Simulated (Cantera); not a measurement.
An isothermal plug-flow reactor at 1150 K and 4.93 atm (inlet), inlet velocity 0.1 m/s, active area per volume 2500 1/m; feed CH4 : O2 : N2 : H2O = 0.0069 : 0.011 : 0.79 : 0.016 (molar parts), equivalence ratio 1.3.

Computed with Cantera and Deutschmann's 1995 Pt surface mechanism with GRI-Mech 3.0 gas chemistry. Catalytic surfaces can have several steady states; this one follows from the mechanism file's or the stated starting coverage. Mass transfer to the wall is taken as infinitely fast.

One state of this run: x CH4 = 2.12e-9; x O2 = <1e-12; x H2O = 0.0310; x CO2 = 0.00666; x CO = 0.00164; θ free Pt = 0.937; θ H* = 0.00650; θ O* = 8.64e-6; θ OH* = 3.19e-5; θ CO* = 0.0560; θ C* = 5.22e-6. x: gas mole fraction; θ: surface coverage.

Question: Which value of z (m) does it belong to?
A) 0.00058
B) 0.0018
C) 0.0033
D) 3.3e-05

Answer: A, 0.00058
